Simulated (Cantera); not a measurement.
An isothermal, constant-pressure homogeneous reactor starts with 9.09 % C3H8, 90.9 % H2, at 1498 K and 0.00210 bar.

Cantera simulation using GRI-Mech 3.0 (53 species, 325 reactions); the numbers are that mechanism's predictions, not measurements. GRI-Mech 3.0 was tuned for natural gas; its chemistry of propane as a main component is partial and can be far from experiment. GRI-Mech 3.0 stops at C3 and has no aromatics, soot or wall deposition, so with more carbon than oxygen in the feed, carbon stays in small species such as C2H2 where larger ones or solid carbon would form. Radical loss at walls, strong at low pressure, is not modelled.

One state of this run: x C3H8 = 3.90e-10; x H2 = 0.839; x CH3 = 0.000274; x C2H4 = 0.00926; x CH2 = 3.15e-8; x C2H2 = 0.0646; x C2H = 1.88e-8. x: mole fraction; the columns are a selection and need not sum to one.

Problem. Which value of t (s) does it belong to?
A. 0.000887
B. 0.393
C. 5.52e-6
D. 0.142

Solution. B, 0.393
